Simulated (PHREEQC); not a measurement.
Synthetic water in mg/L, 25 °C, pH 6.97, pe 12.5:

```json
[
 {"constituent": "Na", "mg/L": "1.74"},
 {"constituent": "K", "mg/L": "0.0148"},
 {"constituent": "Ca", "mg/L": "0.396"},
 {"constituent": "Mg", "mg/L": "0.34"},
 {"constituent": "Cl", "mg/L": "1.58"},
 {"constituent": "S(6) as SO4", "mg/L": "1.23"},
 {"constituent": "Alkalinity as HCO3", "mg/L": "3.04"},
 {"constituent": "Br", "mg/L": "0.261"},
 {"constituent": "Si as SiO2", "mg/L": "0.00423"},
 {"constituent": "Ni", "mg/L": "0.0107"}
]
```

Na is adjusted to close the charge balance.
Valence states are taken as typed.

Equilibrium calculation in PHREEQC: ion-association model, wateq4f.dat.

```
quantity              before    after
-------------------  -------  -------
HCO3- (mol/kgw)      4.97e-5  4.99e-5
CO2 (mol/kgw)        1.18e-5  2.36e-5
Ni+2 (mol/kgw)       1.57e-7  1.68e-7
MgSO4 (mol/kgw)      3.71e-8  3.71e-8
NiCO3 (mol/kgw)      2.36e-8  1.27e-8
CO3-2 (mol/kgw)      2.27e-8  1.14e-8
SI of Quartz (SiO2)    -3.17    -3.17
```

**Question.** What was changed between the two runs?
(A) pH from 6.97 to 6.67 at the same alkalinity
(B) temperature from 25 to 5 °C at the same typed pH
(C) all concentrations times 4 at the same typed pH

**Answer.** A, pH from 6.97 to 6.67 at the same alkalinity

No solid was allowed to form. The database's nickel carbonate constants are estimates that later reviews lower a good deal.
